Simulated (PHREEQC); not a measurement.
1.1 g of hydrous ferric oxide (600 m²/g; 0.2 weak and 0.005 strong sites per Fe, Dzombak-Morel constants, diffuse double layer) in 1 kg of water with 0.05 mol/kgw of an inert sodium salt, at 25 °C; the pH is set by adding NaOH or the inert anion's acid. Oxygen is held at 0.21 atm. No CO2 enters from the air. No solid was allowed to form.

Base run: PHREEQC, ion-association model, wateq4f.dat. Each further column changes one thing. The table gives surface charge σ (C/m²).

```json
[
 {"pH": "4", "base": "0.295", "background salt from 0.05 to 0.005 mol/kgw": "0.188", "oxide from 1.1 to 5.5 g/kgw": "0.298", "0.00071 mol/kgw NaF added": "0.223"},
 {"pH": "4.5", "base": "0.239", "background salt from 0.05 to 0.005 mol/kgw": "0.134", "oxide from 1.1 to 5.5 g/kgw": "0.242", "0.00071 mol/kgw NaF added": "0.182"},
 {"pH": "5.5", "base": "0.130", "background salt from 0.05 to 0.005 mol/kgw": "0.060", "oxide from 1.1 to 5.5 g/kgw": "0.132", "0.00071 mol/kgw NaF added": "0.100"},
 {"pH": "6", "base": "0.089", "background salt from 0.05 to 0.005 mol/kgw": "0.038", "oxide from 1.1 to 5.5 g/kgw": "0.090", "0.00071 mol/kgw NaF added": "0.069"},
 {"pH": "6.5", "base": "0.058", "background salt from 0.05 to 0.005 mol/kgw": "0.023", "oxide from 1.1 to 5.5 g/kgw": "0.058", "0.00071 mol/kgw NaF added": "0.046"},
 {"pH": "7.5", "base": "0.017", "background salt from 0.05 to 0.005 mol/kgw": "0.006", "oxide from 1.1 to 5.5 g/kgw": "0.017", "0.00071 mol/kgw NaF added": "0.015"},
 {"pH": "8", "base": "0.003", "background salt from 0.05 to 0.005 mol/kgw": "0.001", "oxide from 1.1 to 5.5 g/kgw": "0.003", "0.00071 mol/kgw NaF added": "0.002"},
 {"pH": "8.5", "base": "-0.010", "background salt from 0.05 to 0.005 mol/kgw": "-0.004", "oxide from 1.1 to 5.5 g/kgw": "-0.010", "0.00071 mol/kgw NaF added": "-0.011"},
 {"pH": "9.5", "base": "-0.046", "background salt from 0.05 to 0.005 mol/kgw": "-0.018", "oxide from 1.1 to 5.5 g/kgw": "-0.047", "0.00071 mol/kgw NaF added": "-0.047"},
 {"pH": "10", "base": "-0.074", "background salt from 0.05 to 0.005 mol/kgw": "-0.031", "oxide from 1.1 to 5.5 g/kgw": "-0.075", "0.00071 mol/kgw NaF added": "-0.075"},
 {"pH": "10.5", "base": "-0.111", "background salt from 0.05 to 0.005 mol/kgw": "-0.051", "oxide from 1.1 to 5.5 g/kgw": "-0.112", "0.00071 mol/kgw NaF added": "-0.112"},
 {"pH": "11.5", "base": "-0.217", "background salt from 0.05 to 0.005 mol/kgw": "-0.134", "oxide from 1.1 to 5.5 g/kgw": "-0.220", "0.00071 mol/kgw NaF added": "-0.218"},
 {"pH": "12", "base": "-0.282", "background salt from 0.05 to 0.005 mol/kgw": "-0.217", "oxide from 1.1 to 5.5 g/kgw": "-0.284", "0.00071 mol/kgw NaF added": "-0.282"}
]
```
